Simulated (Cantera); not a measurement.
Charge: 1 mol Si2Cl6, 22 mol NH3, 0.11 mol H2, held at 0.270 bar.

Method: chemical equilibrium by Gibbs-energy minimisation in Cantera with the NASA 1993 tables (ideal gas, pure condensed phases). Candidate condensed phases: NH4Cl, Si, Si3N4; 28 gas species. The feed counts by its element totals alone. Gases not in the tables: Si2H6 and higher silanes. The numbers say what is thermodynamically allowed, not how fast it happens.

Problem. Which condensed phases are stable at each of these points (T (K)): 873, 1023, 1173, 1323, 1473, 1623, 1773, 1923, 2073?

Solution. 
```
T (K)  condensed phases  Si condensed (%)
-----  ----------------  ----------------
873            Si3N4(s)              98.6
1023           Si3N4(s)              99.2
1173           Si3N4(s)              99.5
1323           Si3N4(s)              99.4
1473           Si3N4(s)              98.3
1623           Si3N4(s)              91.8
1773           Si3N4(s)              72.6
1923           Si3N4(s)              42.7
2073              Si(l)              44.7
```

From 873 K to 1923 K the condensed part is Si3N4(s). At 2073 K the condensed part is Si(l).
